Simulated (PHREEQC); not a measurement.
Solution (25 °C): 0.087 mol/kgw NH4HS, 0.0016 mol/kgw NaCl and 0.00063 mol/kgw FeCl2. Closed to the air; pH follows from the charge balance.

The numbers come from PHREEQC with the ion-association model, phreeqc.dat.

The pH is 8.09. The ionic strength is 0.0843 mol/kgw. The specific conductance comes out as 9860 µS/cm and the density comes out as 0.998 g/cm³. The total alkalinity comes out as 87.0 meq/kg.

| species | molality | activity | log γ |
|---|---|---|---|
| NH4+ | 0.0827 | 0.0628 | -0.120 |
| HS- | 0.0808 | 0.0626 | -0.111 |
| H2S | 0.00434 | 0.00443 | 0.008 |
| NH3 | 0.00434 | 0.00442 | 0.008 |
| Cl- | 0.00286 | 0.00223 | -0.109 |
| Na+ | 0.00160 | 0.00127 | -0.100 |
| Fe(HS)3- | 0.000566 | 0.000447 | -0.102 |
| Fe(HS)2 | 6.44e-5 | 6.56e-5 | 0.008 |
| S-2 | 2.35e-6 | 9.35e-7 | -0.401 |
| OH- | 1.61e-6 | 1.25e-6 | -0.111 |
| H+ | 9.72e-9 | 8.09e-9 | -0.080 |

Precipitation was switched off in this run. Saturation is exceeded, for instance for Mackinawite, FeS(ppt); the values hold only as long as no solid forms. Species that the database lacks are ignored.
